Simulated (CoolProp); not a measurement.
Computed with CoolProp (reference Helmholtz-energy equation of state, Span 1996).

**Question.** Give the vapour pressure (MPa), vapour density (kg/m³), enthalpy of vaporisation (kJ/kg) of saturated carbon dioxide at 225.3, 235.3, 238.6 K.

**Answer.** 
```csv
T (K),p (MPa),vapour density (kg/m³),enthalpy of vaporisation (kJ/kg)
225.3,0.744,19.5,336
235.3,1.09,28.2,318
238.6,1.22,31.7,312
```
